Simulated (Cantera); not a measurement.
Feed: 1 mol Fe, 1.7 mol Cl2, 0.041 mol H2, at 773 K and 0.560 bar.

These are equilibrium values from Cantera (NASA tables, ideal gas, pure condensed phases), not measurements of a reactor. Candidate condensed phases: Fe, FeCl2, FeCl3; 11 gas species. Rates play no part.

Base state: Fe2Cl6 0.620, Cl2 0.208, HCl 0.107, FeCl3 0.0655, FeCl2 1.37e-5 (mole fractions); condensed: gas only.

What changes in the equilibrium state with this change: pressure from 0.560 bar to 0.260 bar?


| species | before | after |
|---|---|---|
| Fe2Cl6 | 0.620 | 0.596 |
| Cl2 | 0.208 | 0.204 |
| HCl | 0.107 | 0.105 |
| FeCl3 | 0.0655 | 0.0942 |
| FeCl2 | 1.37e-5 | 2.92e-5 |

What changes in the equilibrium state with this change: Fe replaced by Al2O3?


```tsv
species	before	after
Cl2	0.208	0.953
HCl	0.107	0.0471
Fe2Cl6	0.620	0
FeCl3	0.0655	0
FeCl2	1.37e-5	0
Al2O3(s), mol	0	1.000
```
Condensed phases not in the tables: AlOCl. Further candidate phases: Al, AlCl3, Al2O3, H2O.

What changes in the equilibrium state with this change: Cl2 from 1.7 to 0.37 mol?


```tsv
species	before	after
H2	<1e-9	0.961
HCl	0.107	0.0390
FeCl2	1.37e-5	6.17e-5
Fe2Cl6	0.620	<1e-9
Cl2	0.208	<1e-9
FeCl3	0.0655	5.05e-9
Fe(α), mol	0	0.631
FeCl2(s), mol	0	0.369
```
